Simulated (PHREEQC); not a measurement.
Polishing slurry liquid: an equilibrium model

Make-up at 25 °C: 0.12 mol/kgw K2CO3 and 0.01 mol/kgw KH2PO4. Closed to the air; pH follows from the charge balance.

The numbers come from PHREEQC with the ion-association model, phreeqc.dat.

This is a speciation only: nothing precipitates in the calculation.

### Question
Estimate the pH, specific conductance.

### Answer
pH 10.80; specific conductance 23100 µS/cm.

### Question
In which forms is P present?

### Answer
HPO4-2 74 %, PO4-3 18 %, KHPO4- 8.1 % of the P.
